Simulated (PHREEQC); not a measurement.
A solution holds 0.073 mol/kgw ZnSO4 and 7e-05 mol/kgw Na2SO4, at 25 °C. Closed to the air; pH follows from the charge balance.

Computed with PHREEQC (ion-association model, phreeqc.dat).

```
quantity                   before     after
------------------------  -------  --------
pH                           5.57      6.12
ionic strength (mol/kgw)    0.152   0.00266
SO4-2 (mol/kgw)            0.0309  0.000664
NaSO4- (mol/kgw)          6.65e-6   3.71e-9
HSO4- (mol/kgw)           3.42e-6   4.16e-8
```

Task: Which change was made?
(A) diluted 100-fold with water
(B) ZnSO4 from 0.073 to 0.0146 mol/kgw
(C) ZnSO4 left out
(D) temperature from 25 to 55 °C

Result: A, diluted 100-fold with water

No solid was allowed to form.
